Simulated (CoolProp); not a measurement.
A Linde-Hampson liquefier for ethylene: isothermal reversible compression at 320 K from 1 atm to 20 MPa, throttling to 1 atm, return gas leaving the recuperator 2 K below the feed. Each further row changes one setting.

The numbers come from the reference Helmholtz-energy equation of state, Smukala 2000 in CoolProp.

| case | liquid yield per pass | compression work (kJ/kg of gas) |
|---|---|---|
| as stated | 0.414 | 418 |
| high pressure 40 MPa | 0.425 | ? |
| warm-end temperature 350 K | ? | ? |
| warm-end gap 7 K | ? | 418 |

Q: Some entries are withheld; supply them.

A: 
- high pressure 40 MPa, compression work (kJ/kg of gas): 468
- warm-end temperature 350 K, liquid yield per pass: 0.328
- warm-end temperature 350 K, compression work (kJ/kg of gas): 483
- warm-end gap 7 K, liquid yield per pass: 0.407
